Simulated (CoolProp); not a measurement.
Saturation properties of cyclopentane.

Values from CoolProp's reference Helmholtz-energy equation of state, Gedanitz 2015.

```json
[
 {"T (K)": "398.5", "p (MPa)": "0.7283", "enthalpy of vaporisation (kJ/kg)": "322.1", "vapour Z": "0.8578", "surface tension (mN/m)": "9.05", "liquid conductivity (mW/(m K))": "91.8"},
 {"T (K)": "406.1", "p (MPa)": "0.8487", "enthalpy of vaporisation (kJ/kg)": "313.7", "vapour Z": "0.8417", "surface tension (mN/m)": "8.22", "liquid conductivity (mW/(m K))": "89.5"},
 {"T (K)": "413.7", "p (MPa)": "0.9832", "enthalpy of vaporisation (kJ/kg)": "305.0", "vapour Z": "0.8244", "surface tension (mN/m)": "7.41", "liquid conductivity (mW/(m K))": "87.2"},
 {"T (K)": "421.3", "p (MPa)": "1.133", "enthalpy of vaporisation (kJ/kg)": "295.8", "vapour Z": "0.8059", "surface tension (mN/m)": "6.63", "liquid conductivity (mW/(m K))": "85.0"},
 {"T (K)": "428.9", "p (MPa)": "1.299", "enthalpy of vaporisation (kJ/kg)": "286.0", "vapour Z": "0.7860", "surface tension (mN/m)": "5.87", "liquid conductivity (mW/(m K))": "82.8"},
 {"T (K)": "436.5", "p (MPa)": "1.482", "enthalpy of vaporisation (kJ/kg)": "275.6", "vapour Z": "0.7648", "surface tension (mN/m)": "5.13", "liquid conductivity (mW/(m K))": "80.7"},
 {"T (K)": "444.1", "p (MPa)": "1.684", "enthalpy of vaporisation (kJ/kg)": "264.6", "vapour Z": "0.7419", "surface tension (mN/m)": "4.43", "liquid conductivity (mW/(m K))": "78.7"},
 {"T (K)": "451.7", "p (MPa)": "1.905", "enthalpy of vaporisation (kJ/kg)": "252.7", "vapour Z": "0.7172", "surface tension (mN/m)": "3.75", "liquid conductivity (mW/(m K))": "76.7"},
 {"T (K)": "459.3", "p (MPa)": "2.148", "enthalpy of vaporisation (kJ/kg)": "239.8", "vapour Z": "0.6906", "surface tension (mN/m)": "3.11", "liquid conductivity (mW/(m K))": "74.8"},
 {"T (K)": "466.9", "p (MPa)": "2.414", "enthalpy of vaporisation (kJ/kg)": "225.7", "vapour Z": "0.6614", "surface tension (mN/m)": "2.50", "liquid conductivity (mW/(m K))": "73.0"}
]
```

It boils at 322.4 K under 1 atm.

Thermal conductivity comes from a separate model (Vassiliou 2015). Surface tension comes from a separate correlation (Mulero 2014).
